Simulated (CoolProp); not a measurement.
Dodecamethylcyclohexasiloxane (D6) at several states: fugacity coefficient from the reference equation and from simpler models built on Tc = 645.8 K, pc = 0.9614 MPa, ω = 0.736; each cubic takes its own stable root.

Computed with CoolProp (reference Helmholtz-energy equation of state, Colonna 2008). It is a short technical equation, of lower accuracy than the large ones.

| T (K) | p (MPa) | phase | reference |
|---|---|---|---|
| 544.8 | 1.72 | liquid | 0.1120 |
| 431 | 0.03 | liquid | 0.2870 |
| 455.2 | 0.409 | liquid | 0.04921 |
| 340.4 | 0.0266 | liquid | 0.003708 |
| 541.2 | 0.176 | liquid | 0.8212 |
| 511.1 | 0.479 | liquid | 0.1761 |

Task: How far does each simpler model (Redlich-Kwong, Soave-Redlich-Kwong, Peng-Robinson) lie from the reference over these 6 states: mean and median of the absolute difference, and the worst?

Result: 
- Redlich-Kwong: mean 853.0 %, median 184.3 %, worst +4328.3 % at 340.4 K and 0.0266 MPa
- Soave-Redlich-Kwong: mean 3.0 %, median 3.1 %, worst +6.2 % at 544.8 K and 1.72 MPa
- Peng-Robinson: mean 7.9 %, median 4.0 %, worst +27.4 % at 340.4 K and 0.0266 MPa

At some of these states Redlich-Kwong gives the other phase, because its saturation line lies elsewhere.
